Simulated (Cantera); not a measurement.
A closed system holds: 1 mol Pb, 0.51 mol H2, equilibrated at 1125 °C and 27.0 Torr.

Equilibrium computed with Cantera from the NASA thermochemical tables; the gas is ideal and each condensed phase is pure. Candidate condensed phases: Pb; 4 gas species. Equilibrium is a limit: real reactors are often held back by kinetics, nucleation or transport.

**Question.** What is the equilibrium state?

**Answer.** 
| Item | Result |
|---|---|
| x(H2) | 0.763 |
| x(Pb) | 0.237 |
| x(Pb2) | 4.93e-5 |
| x(H) | 2.18e-5 |
| n(Pb(l)) | 0.842 mol |
| gas amount | 0.6682 mol |
